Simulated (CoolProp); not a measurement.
Vapour-liquid equilibrium of CHF3 (R23) (1) + R143a (2) at 267.9 K; x and y are mole fractions of (1).

Values from CoolProp's multi-fluid Helmholtz-energy mixture model, Penoncello 2003 and Lemmon and Jacobsen 2000; pair parameters Bell 2016.

| x | bubble pressure, mixture model (kPa) | bubble pressure, Raoult's law (kPa) | y, mixture model | y, Raoult's law |
|---|---|---|---|---|
| 0.05 | 584.9 | 606.2 | 0.133 | 0.178 |
| 0.15 | 719.3 | 769.6 | 0.347 | 0.421 |
| 0.25 | 867.9 | 933.0 | 0.506 | 0.578 |
| 0.35 | [?] | 1096 | 0.624 | 0.689 |
| 0.45 | [?] | 1260 | [?] | 0.771 |
| 0.55 | 1358 | 1423 | 0.785 | 0.834 |
| 0.65 | 1527 | 1587 | 0.843 | 0.884 |
| 0.75 | 1699 | 1750 | 0.892 | 0.925 |
| 0.85 | 1876 | 1914 | 0.936 | 0.959 |
| 0.95 | 2061 | 2077 | 0.979 | 0.987 |

Problem. Fill in the missing entries.

Solution. 
- 0.35, bubble pressure, mixture model (kPa): 1026
- 0.45, bubble pressure, mixture model (kPa): 1190
- 0.45, y, mixture model: 0.714

The largest gap from Raoult's law is -7.0 % in bubble pressure, at x = 0.25. No azeotrope shows between x = 0.05 and 0.95.

The pair parameters rest on a limited set of measurements; away from them the model extrapolates.
